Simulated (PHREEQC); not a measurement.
1 kg of water holding 0.089 mol/kgw NaCl, 0.51 mol/kgw MgCl2 and 0.27 mol/kgw MgSO4 is evaporated at 25 °C; the solids stay in contact with the brine. No CO2 enters from the air. Solids allowed: Bischofite, Bloedite, Brucite, Epsomite, Halite, Hexahydrite, Kieserite, Mirabilite, Thenardite, MgCl2_4H2O. Others were left out.

Equilibrium calculation in PHREEQC: Pitzer model, pitzer.dat.

| water left (kg) | ionic strength | water activity | Bischofite (mol) | Kieserite (mol) |
|---|---|---|---|---|
| 1 | 2.70 | 0.964 | 0 | 0 |
| 0.8219 | 3.28 | 0.954 | 0 | 0 |
| 0.6755 | 4.00 | 0.940 | 0 | 0 |
| 0.5552 | 4.86 | 0.922 | 0 | 0 |
| 0.4563 | 5.91 | 0.897 | 0 | 0 |
| 0.375 | 7.20 | 0.863 | 0 | 0 |
| 0.3082 | 8.76 | 0.815 | 0 | 0 |
| 0.2533 | 10.7 | 0.750 | 0 | 0 |
| 0.1946 | 11.6 | 0.676 | 0 | 0 |
| 0.1495 | 13.5 | 0.566 | 0 | 0 |
| 0.1372 | 13.9 | 0.535 | 0 | 0.194 |
| 0.1111 | 14.8 | 0.457 | 0 | 0.248 |
| 0.09022 | 17.2 | 0.336 | 0 | 0.267 |
| 0.0487 | 17.6 | 0.318 | 0.227 | 0.269 |
| 0.01126 | 17.6 | 0.318 | 0.445 | 0.270 |

Epsomite from water left = 0.1946 kg, last present at water left = 0.1495 kg; Halite from water left = 0.1372 kg; Kieserite from water left = 0.1372 kg; Bischofite from water left = 0.0487 kg.
